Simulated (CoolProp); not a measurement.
Carbon monoxide along the isotherm -156.45 °C: fugacity coefficient from the reference equation and from simpler models built on Tc = -140.3 °C, pc = 3.498 MPa, ω = 0.050; each cubic takes its own stable root.

The numbers come from the reference Helmholtz-energy equation of state, Lemmon 2006 in CoolProp. It is a short technical equation, of lower accuracy than the large ones.

```tsv
p (MPa)	phase	reference
0.656	gas	0.9097
1.31	gas	0.8196
1.97	liquid	0.6366
2.62	liquid	0.4936
3.28	liquid	0.4067
3.94	liquid	0.3491
4.59	liquid	0.3087
5.25	liquid	0.2781
```

### Question
How far does each simpler model (van der Waals, Soave-Redlich-Kwong, Peng-Robinson) lie from the reference over these 8 states: mean and median of the absolute difference, and the worst?

### Answer
- van der Waals: mean 20.9 %, median 25.8 %, worst +31.5 % at -156.45 °C and 5.25 MPa
- Soave-Redlich-Kwong: mean 0.8 %, median 0.9 %, worst +1.4 % at -156.45 °C and 5.25 MPa
- Peng-Robinson: mean 2.2 %, median 2.2 %, worst -2.9 % at -156.45 °C and 5.25 MPa

At some of these states van der Waals gives the other phase, because its saturation line lies elsewhere.
